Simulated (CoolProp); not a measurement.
Properties of dimethyl ether along the isobar 0.353 MPa (Tc = 127.2 °C, pc = 5.337 MPa, ω = 0.196).

Values from CoolProp's reference Helmholtz-energy equation of state, Wu 2011.

```json
[
 {"T (°C)": "-34.35", "phase": "liquid", "isothermal compressibility (1/MPa)": "0.001390", "expansivity (1/kK)": "1.795", "fugacity coefficient": "0.1823"},
 {"T (°C)": "-18.05", "phase": "liquid", "isothermal compressibility (1/MPa)": "0.001696", "expansivity (1/kK)": "1.929", "fugacity coefficient": "0.3675"},
 {"T (°C)": "-1.65", "phase": "liquid", "isothermal compressibility (1/MPa)": "0.002108", "expansivity (1/kK)": "2.103", "fugacity coefficient": "0.6697"},
 {"T (°C)": "14.65", "phase": "gas", "isothermal compressibility (1/MPa)": "3.091", "expansivity (1/kK)": "4.638", "fugacity coefficient": "0.9286"},
 {"T (°C)": "30.95", "phase": "gas", "isothermal compressibility (1/MPa)": "3.033", "expansivity (1/kK)": "4.118", "fugacity coefficient": "0.9415"},
 {"T (°C)": "47.25", "phase": "gas", "isothermal compressibility (1/MPa)": "2.993", "expansivity (1/kK)": "3.735", "fugacity coefficient": "0.9512"},
 {"T (°C)": "63.55", "phase": "gas", "isothermal compressibility (1/MPa)": "2.965", "expansivity (1/kK)": "3.438", "fugacity coefficient": "0.9588"},
 {"T (°C)": "79.85", "phase": "gas", "isothermal compressibility (1/MPa)": "2.943", "expansivity (1/kK)": "3.198", "fugacity coefficient": "0.9647"},
 {"T (°C)": "96.15", "phase": "gas", "isothermal compressibility (1/MPa)": "2.926", "expansivity (1/kK)": "2.999", "fugacity coefficient": "0.9695"},
 {"T (°C)": "112.45", "phase": "gas", "isothermal compressibility (1/MPa)": "2.913", "expansivity (1/kK)": "2.830", "fugacity coefficient": "0.9735"},
 {"T (°C)": "128.75", "phase": "gas", "isothermal compressibility (1/MPa)": "2.902", "expansivity (1/kK)": "2.684", "fugacity coefficient": "0.9767"},
 {"T (°C)": "145.05", "phase": "gas", "isothermal compressibility (1/MPa)": "2.894", "expansivity (1/kK)": "2.555", "fugacity coefficient": "0.9795"},
 {"T (°C)": "161.35", "phase": "gas", "isothermal compressibility (1/MPa)": "2.886", "expansivity (1/kK)": "2.440", "fugacity coefficient": "0.9818"},
 {"T (°C)": "177.75", "phase": "gas", "isothermal compressibility (1/MPa)": "2.880", "expansivity (1/kK)": "2.336", "fugacity coefficient": "0.9838"},
 {"T (°C)": "194.05", "phase": "gas", "isothermal compressibility (1/MPa)": "2.875", "expansivity (1/kK)": "2.242", "fugacity coefficient": "0.9855"}
]
```
